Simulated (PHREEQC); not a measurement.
## Brine: an equilibrium model

A solution holds 2.7 mol NaOH, 0.0083 mol H3BO3 and 0.56 mol LiCl per kg of water, at 20 °C. Closed to the air; pH follows from the charge balance.

Computed with PHREEQC (Pitzer model, pitzer.dat).

Each row changes one thing in this solution. No solid was allowed to form.

```
case                                     pH  B(OH)3 (mol/kgw)  SI of Halite (NaCl)  SI of NaBO2:4H2O (NaBO2:4H2O)
------------------------------------  -----  ----------------  -------------------  -----------------------------
as made                               14.46           2.51e-8                -1.72                          -2.70
diluted 5-fold with water             13.71           3.21e-8                -3.15                          -3.85
H3BO3 from 0.0083 to 0.00166 mol/kgw  14.46           5.00e-9                -1.72                          -3.40
diluted 100-fold with water           12.52           3.62e-8                -5.54                          -6.13
diluted 10-fold with water            13.43           3.38e-8                -3.70                          -4.35
temperature from 20 to 30 °C          14.13           5.26e-8                -1.74                          -2.71
LiCl from 0.56 to 0.84 mol/kgw        14.42           2.35e-8                -1.50                          -2.73
```

In brines, pH and single-ion activities rest on the MacInnes convention.
